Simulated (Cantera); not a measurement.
Source: NASA polynomial tables (part measured, part estimated), evaluated in Cantera. Values are per mole of reaction as written; species without (g) are pure solids or liquids, kept so even where they would boil at 1 bar. The tables' values for BOCl are old estimates.

3 BOCl(g) + N₂O(g) ⇌ 2 BN + 4 O(g) + BCl₃(g)

```csv
T (K),ΔH° (kJ),ΔS° (J/K),ΔG° (kJ),log10 K
1198,978.9,60.8,906.1,-39.51
1248,___,___,___,___
1298,___,___,___,___
1348,___,___,___,___
1398,___,___,___,___
1448,984.8,65.2,890.3,-32.12
```

Task: Complete the blanks.

Result: 
- 1248, ΔH° (kJ): 980.1
- 1248, ΔS° (J/K): 61.8
- 1248, ΔG° (kJ): 903.0
- 1248, log10 K: -37.79
- 1298, ΔH° (kJ): 981.3
- 1298, ΔS° (J/K): 62.7
- 1298, ΔG° (kJ): 899.9
- 1298, log10 K: -36.21
- 1348, ΔH° (kJ): 982.4
- 1348, ΔS° (J/K): 63.6
- 1348, ΔG° (kJ): 896.7
- 1348, log10 K: -34.75
- 1398, ΔH° (kJ): 983.6
- 1398, ΔS° (J/K): 64.4
- 1398, ΔG° (kJ): 893.5
- 1398, log10 K: -33.39
